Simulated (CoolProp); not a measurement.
Methanol along the isobar 11400 kPa: fugacity coefficient from the reference equation and from simpler models built on Tc = 240.2 °C, pc = 8216 kPa, ω = 0.565; each cubic takes its own stable root.

The numbers come from the reference Helmholtz-energy equation of state, de Reuck 1993 in CoolProp.

| T (°C) | phase | reference |
|---|---|---|
| 163.95 | liquid | 0.1595 |
| 170.75 | liquid | 0.1814 |
| 177.55 | liquid | 0.2052 |
| 184.45 | liquid | 0.2312 |
| 191.25 | liquid | 0.2585 |
| 198.05 | liquid | 0.2876 |
| 204.85 | liquid | 0.3182 |
| 211.65 | liquid | 0.3504 |
| 218.45 | liquid | 0.3839 |
| 225.35 | liquid | 0.4191 |
| 232.15 | liquid | 0.4547 |

Problem. How far does each simpler model (Redlich-Kwong, Peng-Robinson) lie from the reference over these 11 states: mean and median of the absolute difference, and the worst?

Solution. 
- Redlich-Kwong: mean 31.8 %, median 29.5 %, worst +61.8 % at 163.95 °C and 11400 kPa
- Peng-Robinson: mean 4.6 %, median 4.8 %, worst +7.0 % at 163.95 °C and 11400 kPa
